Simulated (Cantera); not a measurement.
A Cantera script and what it prints.

```python
import numpy as np
import cantera as ct

gas_names = [...]  # 114 gases of nasa_gas.yaml made of C, Fe, H, O
cond_names = """
    C(gr) C6H6(L) C7H8(L) C8H18(L),n-octa Fe(a) Fe(c) Fe(d) Fe(L) FeC5O5(L) FeO(s) FeO(L) Fe(OH)2(s)
    Fe(OH)3(s) Fe2O3(s) Fe3O4(s) H2O(s) H2O(L)
""".split()


# ... load() reads the species with a 1 bar reference pressure and builds the phases ...
atoms = {
    'Fe(CO)5': {'Fe': 1, 'C': 5, 'O': 5},
    'O2': {'O': 2},
    'H2': {'H': 2},
}
top_T = {'C(gr)': 4500, 'Fe2O3(s)': 1830, 'Fe3O4(s)': 1870}  # K; cautious upper limits of use, not melting points


# ... equilibrate(T, P, feed) seeds the gas with the atoms and calls Mixture.equilibrate('TP', solver="vcs", rtol=1e-11, max_steps=5000) ...
results = []
feed = {'Fe(CO)5': 1, 'O2': 0.024, 'H2': 0.39}  # mol
P = 79000  # Pa
for T in [925, 1000, 1075, 1150, 1225, 1300, 1375, 1450, 1525, 1600]:
    mix = equilibrate(T, P, feed)
    results.append((T, P, feed, dict(zip(mix.species_names, mix.species_moles))))

top = {s: max(r[3][s] / sum(r[3][g] for g in gas_names) for r in results) for s in gas_names}
cols = sorted((s for s in top if top[s] > 0.0001), key=lambda s: -top[s])[:7]
seen = [c for c in cond_names if any(r[3].get(c, 0) > 1e-12 for r in results)]
print("log10 of partial pressures in bar; condensed amounts in mol")
print(f"{'T/K':>10s}" + "".join(f"{s[:9]:>10s}" for s in cols + seen))
for T, P, feed, n in results:
    ng = sum(n[g] for g in gas_names)
    print(f"{T:10.4g}" + "".join(f"{np.log10(max(n[s] / ng * P / 1e5, 1e-99)):10.3f}" for s in cols)
          + "".join(f"{n.get(c, 0):10.4g}" for c in seen))
```

It prints:

```
log10 of partial pressures in bar; condensed amounts in mol
       T/K        CO       CO2        H2       H2O       CH4     C(gr)     Fe(a)     Fe(c)    FeO(s)
       925    -0.468    -0.459    -1.173    -1.469    -2.991     2.393         0         0         1
      1000    -0.268    -0.782    -1.158    -1.829    -3.336     1.774         0         0         1
      1075    -0.175    -1.217    -1.249    -2.323    -3.845    0.3669         1         0         0
      1150    -0.148    -1.699    -1.250    -2.727    -4.131   0.09796         1         0         0
      1225    -0.139    -2.152    -1.249    -3.095    -4.380  0.005263         0         1         0
      1300    -0.139    -2.208    -1.250    -3.072    -4.959         0         0         1         0
      1375    -0.139    -2.217    -1.250    -3.013    -5.517         0         0         1         0
      1450    -0.139    -2.226    -1.251    -2.962    -6.014         0         0         1         0
      1525    -0.138    -2.234    -1.252    -2.918    -6.461         0         0         1         0
      1600    -0.138    -2.243    -1.253    -2.880    -6.864         0         0         1         0
```

These are equilibrium values from Cantera (NASA tables, ideal gas, pure condensed phases), not measurements of a reactor. The tables' stoichiometric FeO is somewhat more stable than real wüstite, so its field is too wide. FeO: taken at fixed stoichiometry. Condensed phases not in the tables: cementite and carbon dissolved in iron.
